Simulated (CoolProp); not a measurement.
Computed with CoolProp (reference Helmholtz-energy equation of state, Gedanitz 2015).

### Question
Give the vapour pressure (MPa), liquid density (kg/m³), liquid cp (kJ/(kg K)), vapour Z of saturated cyclopentane at 394, 440.8, 454.1 K.

### Answer
| T (K) | p (MPa) | liquid density (kg/m³) | liquid cp (kJ/(kg K)) | vapour Z |
|---|---|---|---|---|
| 394 | 0.663 | 634 | 2.35 | 0.867 |
| 440.8 | 1.59 | 566 | 2.71 | 0.752 |
| 454.1 | 1.98 | 543 | 2.86 | 0.709 |
